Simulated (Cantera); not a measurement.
Source: NASA polynomial tables (part measured, part estimated), evaluated in Cantera. Values are per mole of reaction as written; species without (g) are pure solids or liquids, kept so even where they would boil at 1 bar. VN: taken at fixed stoichiometry.

Between 1375 and 1875 K, where is each reaction favourable under standard conditions?
- 4 N2(g) + V2O3 ⇌ 3 N2O(g) + 2 VN
- 2 V + 5 NO(g) ⇌ V2O5 + 5 N(g)
- 2 V2O3 + O2(g) ⇌ 4 VO2(g)


- 4 N2(g) + V2O3 ⇌ 3 N2O(g) + 2 VN: ΔG° is 1220 kJ at 1375 K and 1290 kJ at 1875 K; it stays positive (K < 1). ΔH° is 1027 kJ and ΔS° -140 J/K at 1875 K.
- 2 V + 5 NO(g) ⇌ V2O5 + 5 N(g): ΔG° is 566 kJ at 1375 K and 592 kJ at 1875 K; it stays positive (K < 1). ΔH° is 504 kJ and ΔS° -47 J/K at 1875 K.
- 2 V2O3 + O2(g) ⇌ 4 VO2(g): ΔG° is 679 kJ at 1375 K and 421 kJ at 1875 K; it stays positive (K < 1). ΔH° is 1354 kJ and ΔS° 498 J/K at 1875 K.
